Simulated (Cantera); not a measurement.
Feed: 1 mol Ta2O5, 1.5 mol CH4, 0.011 mol CO, held at 1825 K.

Equilibrium computed with Cantera from the NASA thermochemical tables; the gas is ideal and each condensed phase is pure. Candidate condensed phases: C, C6H6, C7H8, C8H18, H2O, Ta, TaC, Ta2O5; 113 gas species. Mutual solubility and eutectic melting of coexisting phases are not modelled. TaC: taken at fixed stoichiometry. Condensed phases not in the tables: Ta2C. Rates play no part.

Question: At 4.60 mbar, list the 5 most abundant gas species with their mole fractions, and the condensed phases.

Answer: H2 0.729, CO 0.264, H 0.00555, H2O 0.000855, CO2 7.90e-5. Condensed: TaC(s) + Ta2O5(s).
